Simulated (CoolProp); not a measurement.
Vapour-liquid equilibrium of R143a (1) + R1234yf (2) at 1.42 MPa; x and y are mole fractions of (1).

Values from CoolProp's multi-fluid Helmholtz-energy mixture model, Lemmon and Jacobsen 2000 and Lemmon 2022; pair parameters Bell 2016.

```csv
x,bubble temperature (°C),y at the bubble point,dew temperature at overall composition x (°C),liquid density (mol/L)
0.05,52.0,?,52.6,8.637
0.125,49.7,0.176,50.9,8.800
0.2,47.5,0.272,49.2,8.962
0.275,45.4,0.361,47.4,9.126
0.35,43.5,0.445,45.7,9.290
0.425,41.6,0.523,43.9,9.456
0.5,39.8,0.596,42.1,9.624
0.575,38.1,0.665,?,9.795
0.65,36.5,0.731,38.5,9.969
0.725,34.9,0.794,36.6,10.15
0.8,33.4,0.853,34.7,?
0.875,31.9,0.910,32.8,10.51
0.95,30.5,0.965,30.9,10.70
```

Question: What belongs in the gaps?

Answer: 
- 0.05, y at the bubble point: 0.073
- 0.575, dew temperature at overall composition x (°C): 40.3
- 0.8, liquid density (mol/L): 10.33

No azeotrope shows between x = 0.05 and 0.95.

The pair parameters rest on a limited set of measurements; away from them the model extrapolates.
